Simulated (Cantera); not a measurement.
A closed system holds: 1 mol HMDSO, 0.4 mol H2O, at 575 K and 0.00133 bar.

Method: chemical equilibrium by Gibbs-energy minimisation in Cantera with the NASA 1993 tables (ideal gas, pure condensed phases). Candidate condensed phases: C, C6H6, C7H8, C8H18, H2O, Si, SiC, SiO2; 123 gas species. The feed counts by its element totals alone. Equilibrium is a limit: real reactors are often held back by kinetics, nucleation or transport.

Base state: H2 0.824, CH4 0.176 (mole fractions); condensed: C(graphite) + SiC(s) + SiO2(α-quartz).

Problem. What changes in the equilibrium state with this change: temperature from 575 K to 1075 K?

Solution. 
```csv
species,before,after
H2,0.824,0.999
CO,<1e-9,0.00120
CH4,0.176,6.00e-5
"C(graphite), mol",3.30,4.68
"SiC(s), mol",1.30,1.31
"SiO2(α-quartz), mol",0.700,0
"SiO2(β-quartz), mol",0,0.694
```
Mutual solubility and eutectic melting of coexisting phases are not modelled.

Problem. What changes in the equilibrium state with this change: temperature from 575 K to 1823.15 K?

Solution. 
```csv
species,before,after
H2,0.824,0.860
CO,<1e-9,0.128
H,<1e-9,0.0110
CH4,0.176,7.03e-7
SiO,<1e-9,0.000760
C2H2 (acetylene),<1e-9,0.000182
Si,<1e-9,8.88e-5
"C(graphite), mol",3.30,2.61
"SiC(s), mol",1.30,1.99
"SiO2(α-quartz), mol",0.700,0
```

Problem. What changes in the equilibrium state with this change: temperature from 575 K to 2000 K?

Solution. 
```
species              before     after
-------------------  ------  --------
H2                    0.824     0.830
CO                    <1e-9     0.126
H                     <1e-9    0.0406
CH4                   0.176   3.90e-7
Si                    <1e-9   0.00179
SiO                   <1e-9   0.00117
C2H2 (acetylene)      <1e-9  0.000638
SiC2                  <1e-9   7.41e-5
C(graphite), mol       3.30      2.63
SiC(s), mol            1.30      1.96
SiO2(α-quartz), mol   0.700         0
```
